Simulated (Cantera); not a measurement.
Input: 1 mol Cr, 1.2 mol N2O, 0.38 mol N2, 14 mol NH3, equilibrated at 3000 Torr.

These are equilibrium values from Cantera (NASA tables, ideal gas, pure condensed phases), not measurements of a reactor. Candidate condensed phases: Cr, CrN, Cr2N, Cr2O3, H2O; 29 gas species. Mutual solubility and eutectic melting of coexisting phases are not modelled. The numbers say what is thermodynamically allowed, not how fast it happens.

x: gas mole fraction; n: condensed amount in mol.

```csv
T (K),x H2,x N2,x H2O,x Cr,x H,x NH3,n CrN(s),n Cr2O3(s),n Cr2N(s),n Cr(s),n Cr(l)
975,0.712,0.287,0.000126,<1e-12,4.82e-10,(withheld),0.202,0.399,0,0,0
1075,0.712,0.287,0.000229,<1e-12,6.19e-9,(withheld),0.204,0.398,0,0,0
1175,0.712,0.288,0.000373,1.50e-12,5.17e-8,(withheld),0.207,0.396,0,0,0
1275,0.712,0.287,0.000560,8.36e-11,3.11e-7,(withheld),0.211,0.395,0,0,0
1375,0.710,0.289,0.000798,2.52e-9,1.44e-6,(withheld),0,0.392,0.108,0,0
1475,0.710,0.289,0.00132,3.51e-8,5.46e-6,(withheld),0,0.387,0.113,0,0
1575,0.709,0.289,0.00206,3.46e-7,1.75e-5,(withheld),0,0.380,0.120,0,0
1675,0.708,0.288,0.00303,2.57e-6,4.89e-5,(withheld),0,0.370,0.130,0,0
1775,0.707,0.288,0.00428,1.51e-5,0.000122,(withheld),0,0.358,0.142,0,0
1875,0.703,0.290,0.00635,6.36e-5,0.000275,(withheld),0,0.337,0,0.323,0
1975,0.700,0.290,0.00946,0.000215,0.000572,(withheld),0,0.307,0,0.380,0
2075,0.695,0.290,0.0136,0.000642,0.00111,(withheld),0,0.266,0,0.449,0
2175,0.688,0.289,0.0191,0.00168,0.00202,(withheld),0,0.211,0,0,0.527
2275,0.678,0.288,0.0264,0.00391,0.00349,(withheld),0,0.137,0,0,0.606
```

Question: Some entries are withheld; supply them.

Answer: 
- 975, x NH3: 0.000888
- 1075, x NH3: 0.000471
- 1175, x NH3: 0.000277
- 1275, x NH3: 0.000177
- 1375, x NH3: 0.000120
- 1475, x NH3: 8.60e-5
- 1575, x NH3: 6.41e-5
- 1675, x NH3: 4.95e-5
- 1775, x NH3: 3.93e-5
- 1875, x NH3: 3.19e-5
- 1975, x NH3: 2.64e-5
- 2075, x NH3: 2.22e-5
- 2175, x NH3: 1.89e-5
- 2275, x NH3: 1.61e-5
